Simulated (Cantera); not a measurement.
An isothermal, constant-pressure homogeneous reactor starts with C₂H₆ : N₂ = 1 : 1.7 (molar parts), at 1048 K and 0.133 bar. Integrator tolerance rtol = 1e-08.

Cantera simulation using GRI-Mech 3.0 (53 species, 325 reactions); the numbers are that mechanism's predictions, not measurements. GRI-Mech 3.0 stops at C3 and has no aromatics, soot or wall deposition, so with more carbon than oxygen in the feed, carbon stays in small species such as C2H2 where larger ones or solid carbon would form.

Problem. What does this change do: C2H6 1 to 5.1 parts?

Solution. 
| quantity | before | after |
|---|---|---|
| x(C₂H₆) at 2.00 s | 0.0575 (gas-phase equilibrium 0.000517) | 0.0906 (gas-phase equilibrium 0.00127) |
| x(C₂H₄) at 2.00 s | 0.217 (gas-phase equilibrium 0.0628) | 0.360 (gas-phase equilibrium 0.128) |
| x(HCN) at 2.00 s | <1e-12 (gas-phase equilibrium 0.0436) | <1e-12 (gas-phase equilibrium 0.0319) |
| x(C₂H) at 2.00 s | <1e-12 (gas-phase equilibrium <1e-12) | <1e-12 (gas-phase equilibrium <1e-12) |
| x(CH₃) at 2.00 s | 1.25e-6 (gas-phase equilibrium 5.30e-7) | 1.36e-6 (gas-phase equilibrium 8.30e-7) |
| x(C₂H₂) at 2.00 s | 0.00419 (gas-phase equilibrium 0.0509) | 0.00553 (gas-phase equilibrium 0.0859) |
| x(H₂) at 2.00 s | 0.217 (gas-phase equilibrium 0.0507) | 0.356 (gas-phase equilibrium 0.0610) |

Problem. What does this change do: pressure from 0.133 bar to 0.0267 bar?

Solution. 
```
quantity                                            before                                    after
-----------------  ---------------------------------------  ---------------------------------------
x(C₂H₆) at 2.00 s  0.0575 (gas-phase equilibrium 0.000517)   0.165 (gas-phase equilibrium 0.000161)
x(C₂H₄) at 2.00 s     0.217 (gas-phase equilibrium 0.0628)     0.142 (gas-phase equilibrium 0.0430)
x(HCN) at 2.00 s     <1e-12 (gas-phase equilibrium 0.0436)    <1e-12 (gas-phase equilibrium 0.0518)
x(C₂H) at 2.00 s     <1e-12 (gas-phase equilibrium <1e-12)    <1e-12 (gas-phase equilibrium <1e-12)
x(CH₃) at 2.00 s   1.25e-6 (gas-phase equilibrium 5.30e-7)  5.66e-6 (gas-phase equilibrium 6.62e-7)
x(C₂H₂) at 2.00 s   0.00419 (gas-phase equilibrium 0.0509)   0.00193 (gas-phase equilibrium 0.0766)
x(H₂) at 2.00 s       0.217 (gas-phase equilibrium 0.0507)      0.140 (gas-phase equilibrium 0.115)
```
Radical loss at walls, strong at low pressure, is not modelled.
